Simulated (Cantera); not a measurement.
## Gas-phase reforming

A perfectly stirred reactor is fed with 59.5 % CH₄, 40.5 % CO₂, at 1.00 atm; it is held at 1825 K, and followed from long to short residence time.

Model: GRI-Mech 3.0 (53 species, 325 reactions), integrated in Cantera.

```
τ (s)    x CH₄    x CO₂    x HCO    x C₂H    x H₂O₂    x C₂H₆       x H
------  ------  -------  -------  -------  --------  --------  --------
0.88    0.0157  0.00901  6.47e-8  4.08e-7    <1e-12   3.15e-6  0.000305
0.48    0.0202   0.0132  6.15e-8  4.73e-7    <1e-12   5.30e-6  0.000297
0.26    0.0261   0.0187  5.81e-8  5.54e-7    <1e-12   9.13e-6  0.000287
0.14    0.0338   0.0262  5.50e-8  6.46e-7  1.58e-12   1.60e-5  0.000273
0.078   0.0434   0.0358  5.28e-8  7.36e-7  2.40e-12   2.73e-5  0.000258
0.043   0.0565   0.0495  5.22e-8  8.16e-7  3.26e-12   4.74e-5  0.000241
0.023   0.0757   0.0710  5.42e-8  8.66e-7  3.83e-12   8.51e-5  0.000221
0.013    0.101    0.100  5.97e-8  8.64e-7  3.72e-12  0.000145  0.000203
0.0069   0.140    0.145  7.19e-8  8.01e-7  2.87e-12  0.000258  0.000184
0.0038   0.190    0.198  9.17e-8  6.96e-7  1.81e-12  0.000432  0.000166
0.0021   0.251    0.251  1.21e-7  5.70e-7    <1e-12  0.000691  0.000146
```
x: mole fraction; the columns are a selection and need not sum to one.
